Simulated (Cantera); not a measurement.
Equilibrium for aluminium nitride and oxide growth: Al + N2O + H2

Feed: 1 mol Al, 2.2 mol N2O, 20 mol H2, held at 1225 °C and 165 Torr.

Cantera equilibrium calculation (NASA polynomials, part measured and part estimated; ideal gas, pure solids and liquids). Candidate condensed phases: Al, AlN, Al2O3, H2O; 35 gas species. The numbers say what is thermodynamically allowed, not how fast it happens.

```yaml
x(H2): 0.869
x(N2): 0.0991
x(H2O): 0.0315
x(H): 3.42e-5
x(NH3): 3.50e-6
n(Al2O3(s)): 0.500 mol
gas_amount: 22.20 mol
log10 activity of Al(l) (absent): -10.10
```
